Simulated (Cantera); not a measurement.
An isothermal plug-flow reactor at 450 K and 263 Torr (inlet), inlet velocity 1.2 m/s, active area per volume 3200 1/m; feed 0.235 % H2, 6.34 % O2, 92.7 % N2, 0.693 % H2O, equivalence ratio 0.019.

Computed with Cantera and Deutschmann's 1995 Pt surface mechanism with GRI-Mech 3.0 gas chemistry. Catalytic surfaces can have several steady states; this one follows from the mechanism file's or the stated starting coverage. Mass transfer to the wall is taken as infinitely fast.

x: gas mole fraction; θ: surface coverage.

| z (m) | x H2 | x O2 | x H2O | θ free Pt | θ O* | θ OH* |
|---|---|---|---|---|---|---|
| 0.00014 | 0.00158 | 0.0630 | 0.00770 | 0.0343 | 0.940 | 0.0252 |
| 0.00031 | [?] | 0.0628 | 0.00815 | [?] | 0.953 | [?] |
| 0.00067 | 0.000704 | 0.0626 | 0.00858 | 0.0154 | 0.967 | 0.0177 |
| 0.0014 | 0.000398 | 0.0625 | 0.00888 | 0.00872 | 0.978 | 0.0136 |
| 0.0031 | 0.000198 | 0.0624 | 0.00909 | 0.00434 | 0.986 | 0.00967 |
| 0.0067 | [?] | 0.0623 | 0.00919 | [?] | 0.991 | [?] |
| 0.014 | 4.67e-5 | 0.0623 | 0.00924 | 0.00103 | 0.994 | 0.00475 |

### Question
Complete the blanks.

### Answer

- 0.00031, x H2: 0.00113
- 0.00031, θ free Pt: 0.0246
- 0.00031, θ OH*: 0.0219
- 0.0067, x H2: 9.56e-5
- 0.0067, θ free Pt: 0.00210
- 0.0067, θ OH*: 0.00677
